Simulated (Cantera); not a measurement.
Premixed flame

A freely propagating, adiabatic, planar premixed flame of CH4 : H2 : O2 : N2 = 1 : 0.28 : 1.78 : 6.71 (molar parts), unburnt at 348 K and 6.00 bar; multicomponent+Soret transport, grid criteria slope 0.08 and curve 0.16, no radiation.

Cantera simulation using GRI-Mech 3.0 (53 species, 325 reactions); the numbers are that mechanism's predictions, not measurements. Burning velocities carry a grid error of a few per cent, more on coarse grids.

```
z (mm)   T (K)  u (m/s)     x CH4    x H2      x O2    x NO2    x CH2O    x N2O
-------  -----  -------  --------  ------  --------  -------  --------  -------
-0.418     348    0.216     0.102  0.0280     0.182    <1e-8   2.17e-8    <1e-8
-0.278     351    0.218     0.102  0.0264     0.183  1.35e-8   8.95e-7    <1e-8
-0.209     373    0.231     0.100  0.0246     0.182  1.69e-7   1.38e-5    <1e-8
-0.139     521    0.323    0.0906  0.0234     0.173  1.66e-6  0.000184    <1e-8
-0.0696   1090    0.685    0.0581  0.0265     0.122  3.31e-6   0.00116  4.72e-8
-0.0348   1533    0.973    0.0302  0.0292    0.0748  7.38e-7   0.00111  9.33e-8
0         1923     1.23   0.00643  0.0300    0.0279  4.28e-8  0.000340  1.23e-7
0.0348    2079     1.33  0.000474  0.0279   0.00671  1.14e-8   5.15e-5  1.01e-7
0.0696    2119     1.35   2.97e-5  0.0274   0.00185    <1e-8   4.15e-6  7.92e-8
0.139     2150     1.37   3.70e-7  0.0278  0.000457    <1e-8   5.30e-8  5.40e-8
0.278     2173     1.38     <1e-8  0.0280  0.000146    <1e-8     <1e-8  3.27e-8
0.557     2185     1.39     <1e-8  0.0280   4.26e-5    <1e-8     <1e-8  1.87e-8
1.11      2190     1.39     <1e-8  0.0280   1.55e-5    <1e-8     <1e-8  1.21e-8
```
x: mole fraction of selected species; z is measured from the peak of heat release.

```
Property                     Result
------------------------  ---------
laminar burning velocity  21.6 cm/s
thermal thickness          0.139 mm
peak x(CH2O)                0.00131
grid points                     140
```
